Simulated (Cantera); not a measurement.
A closed system holds: 1 mol NF3, 0.31 mol H2O, 0.13 mol H2, equilibrated at 2898 K and 4.88 Torr.

These are equilibrium values from Cantera (NASA tables, ideal gas, pure condensed phases), not measurements of a reactor. Candidate condensed phases: H2O; 40 gas species. The numbers say what is thermodynamically allowed, not how fast it happens.

Base state: F 0.562, HF 0.227, N2 0.130, O 0.0688, O2 0.00495, H 0.00414, NO 0.00262, OH 0.000229 (mole fractions); condensed: gas only.

What changes in the equilibrium state with this change: H2 from 0.13 to 2.8 mol?


```json
[
 {"species": "HF", "before": "0.227", "after": "0.444"},
 {"species": "H", "before": "0.00414", "after": "0.357"},
 {"species": "N2", "before": "0.130", "after": "0.0757"},
 {"species": "F", "before": "0.562", "after": "0.0128"},
 {"species": "H2", "before": "8.56e-6", "after": "0.0636"},
 {"species": "O", "before": "0.0688", "after": "0.0305"},
 {"species": "H2O", "before": "1.55e-6", "after": "0.00510"},
 {"species": "OH", "before": "0.000229", "after": "0.00876"},
 {"species": "O2", "before": "0.00495", "after": "0.000975"},
 {"species": "NO", "before": "0.00262", "after": "0.000887"}
]
```

What changes in the equilibrium state with this change: 0.43 mol HCl added?


```
species   before     after
-------  -------  --------
F          0.562     0.406
HF         0.227     0.300
N2         0.130     0.117
Cl             0     0.101
O         0.0688    0.0622
HCl            0  0.000553
H2       8.56e-6   2.85e-5
H        0.00414   0.00757
```
Further candidate phases: NH4Cl.
